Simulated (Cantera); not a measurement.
A Cantera script and its output.

```python
import numpy as np
import cantera as ct

gas = ct.Solution("gri30.yaml")
gas.TPX = 1225, 13332, {'N2O': 1}
inlet = ct.Reservoir(gas, clone=True)

reactor = ct.IdealGasConstPressureReactor(gas, energy="off", clone=False)
exhaust = ct.Reservoir(gas, clone=True)
tau = [2.1, 0.67, 0.21, 0.066, 0.021, 0.0065, 0.002][0]
for a, b in ((inlet, reactor), (reactor, exhaust)):
    ct.MassFlowController(a, b, mdot=lambda t: reactor.mass / tau)
net = ct.ReactorNet([reactor])
show = ['N2O', 'O2', 'NO', 'N2', 'O']

rows = []
print(f"{'tau/s':>10s}{'T/K':>9s}" + "".join(f"{s:>11s}" for s in show))
for tau in [2.1, 0.67, 0.21, 0.066, 0.021, 0.0065, 0.002]:
    net.initial_time = 0.0
    net.advance(30 * tau)
    before = gas.X
    net.advance(40 * tau)
    drift = np.max(np.abs(gas.X - before) / (gas.X + 1e-9))
    rows.append([gas.T, *gas[show].X, drift])
    print(f"{tau:10.3e}{gas.T:9.1f}" + "".join(f"{x:11.3e}" for x in gas[show].X))
```

Output:

```
     tau/s      T/K        N2O         O2         NO         N2          O
 2.100e+00   1225.0  7.116e-01  8.515e-02  2.191e-02  1.813e-01  2.609e-06
 6.700e-01   1225.0  8.848e-01  3.398e-02  8.810e-03  7.238e-02  2.644e-06
 2.100e-01   1225.0  9.607e-01  1.158e-02  3.012e-03  2.468e-02  2.656e-06
 6.600e-02   1225.0  9.873e-01  3.742e-03  9.739e-04  7.975e-03  2.658e-06
 2.100e-02   1225.0  9.959e-01  1.200e-03  3.124e-04  2.558e-03  2.655e-06
 6.500e-03   1225.0  9.987e-01  3.708e-04  9.658e-05  7.926e-04  2.644e-06
 2.000e-03   1225.0  9.996e-01  1.126e-04  2.933e-05  2.425e-04  2.607e-06
```

Cantera simulation using GRI-Mech 3.0 (53 species, 325 reactions); the numbers are that mechanism's predictions, not measurements. GRI-Mech 3.0 was tuned for natural gas; its chemistry of N2O as a main component is partial and can be far from experiment. The mechanism lacks the step 2 NO + O2 → 2 NO2, which can matter for NO2 below about 1400 K. The temperature is held fixed by assumption; the heat of reaction is taken as removed at once.
